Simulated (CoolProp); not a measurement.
A single-stage vapour-compression cycle with the fluid: evaporating at 240.15 K (dew point), condensing at 298.15 K (bubble point), superheat 10 K, subcooling 5 K, compressor efficiency 0.85, no pressure losses. The same conditions are run with several fluids, on thermodynamics alone (safety and materials aside).

Model: reference Helmholtz-energy equation of state of each fluid (CH2F2 (R32): Tillner-Roth 1997; CH3F (R41): Lemmon 2006; R236FA: Pan 2012; n-butane: Bücker 2006; ammonia: Gao 2020; R134a: Tillner-Roth 1994), in CoolProp.

| fluid | cooling COP | pressure ratio | discharge temperature (K) | refrigerating effect (kJ/kg) | volumetric capacity (kJ/m³) |
|---|---|---|---|---|---|
| CH2F2 (R32) | 2.69 | 7.01 | 382.5 | 278 | 1790 |
| CH3F (R41) | 2.39 | 5.17 | 377.3 | 295 | 4060 |
| R236FA | 2.78 | 12.3 | 309.7 | 119 | 194 |
| n-butane | 2.92 | 10.0 | 318.8 | 306 | 211 |
| ammonia | 2.74 | 9.74 | 445.5 | 1150 | 990 |
| R134a | 2.82 | 9.11 | 328.5 | 159 | 585 |
